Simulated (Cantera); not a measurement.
Cantera run:

```python
import numpy as np
import cantera as ct

gas_names = [...]  # 116 gases of nasa_gas.yaml made of C, H, Mg, O
cond_names = """
    C(gr) C6H6(L) C7H8(L) C8H18(L),n-octa H2O(s) H2O(L) Mg(cr) Mg(L) MgCO3(s) MgO(s) MgO(L) MgO2H2(s)
""".split()


# ... load() reads the species with a 1 bar reference pressure and builds the phases ...
atoms = {
    'MgCO3': {'Mg': 1, 'C': 1, 'O': 3},
    'H2': {'H': 2},
}
top_T = {'C(gr)': 4500}  # K; cautious upper limits of use, not melting points


# ... equilibrate(T, P, feed) seeds the gas with the atoms and calls Mixture.equilibrate('TP', solver="vcs", rtol=1e-11, max_steps=5000) ...
results = []
feed = {'MgCO3': 1, 'H2': 0.85}  # mol
T = 573  # K
for P in [10, 36, 130, 460, 1700, 6000, 22000, 77000, 280000, 1000000]:
    mix = equilibrate(T, P, feed)
    results.append((T, P, feed, dict(zip(mix.species_names, mix.species_moles))))

top = {s: max(r[3][s] / sum(r[3][g] for g in gas_names) for r in results) for s in gas_names}
cols = sorted((s for s in top if top[s] > 0.0001), key=lambda s: -top[s])[:8]
seen = [c for c in cond_names if any(r[3].get(c, 0) > 1e-12 for r in results)]
print("log10 of partial pressures in bar; condensed amounts in mol")
print(f"{'P/Pa':>10s}" + "".join(f"{s[:9]:>10s}" for s in cols + seen))
for T, P, feed, n in results:
    ng = sum(n[g] for g in gas_names)
    print(f"{P:10.4g}" + "".join(f"{np.log10(max(n[s] / ng * P / 1e5, 1e-99)):10.3f}" for s in cols)
          + "".join(f"{n.get(c, 0):10.4g}" for c in seen))
```

Result:

```
log10 of partial pressures in bar; condensed amounts in mol
      P/Pa       H2O       CO2       CH4        H2        CO     C(gr)  MgCO3(s)    MgO(s) MgO2H2(s)
        10    -4.971    -4.313    -6.565    -4.439    -5.393   0.05445         0         1         0
        36    -4.205    -3.755    -5.591    -3.952    -5.114    0.1176         0         1         0
       130    -3.484    -3.203    -4.701    -3.508    -4.838    0.1714         0         1         0
       460    -2.823    -2.661    -3.921    -3.117    -4.567    0.2096         0         1         0
      1700    -2.181    -2.098    -3.200    -2.757    -4.285    0.2335         0         1         0
      6000    -1.579    -1.574    -2.519    -2.416    -4.023    0.2371   0.06494    0.9351         0
   2.2e+04    -0.930    -1.574    -1.231    -1.770    -4.026         0    0.7116    0.2884         0
   7.7e+04    -0.334    -1.574    -0.635    -1.323    -4.175         0    0.7746    0.2254         0
   2.8e+05     0.246    -1.574    -0.055    -0.888    -4.320         0    0.7888    0.2112         0
     1e+06     0.682    -1.304     0.687    -0.552    -4.150         0    0.7884         0    0.2116
```

Equilibrium computed with Cantera from the NASA thermochemical tables; the gas is ideal and each condensed phase is pure.
